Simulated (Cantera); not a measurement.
A perfectly stirred reactor is fed with 4.49 % H2, 95.5 % O2, equivalence ratio 0.024, at 0.00138 atm; it is held at 1375 K, and followed from long to short residence time.

Cantera simulation using the H2/O2 subset of GRI-Mech 3.0, which has no nitrogen chemistry; the numbers are that mechanism's predictions, not measurements. Radical loss at walls, strong at low pressure, is not modelled. The temperature is held fixed by assumption; the heat of reaction is taken as removed at once.

One state of this run: x H2 = 0.00188; x O2 = 0.918; x OH = 0.00578; x HO2 = 2.07e-7; x O = 0.0315; x H = 0.00545; x H2O = 0.0374. x: mole fraction; the columns are a selection and need not sum to one.

Which value of τ (s) does it belong to?
(A) 0.059
(B) 2.1
(C) 0.0016
(D) 0.0039

A, 0.059
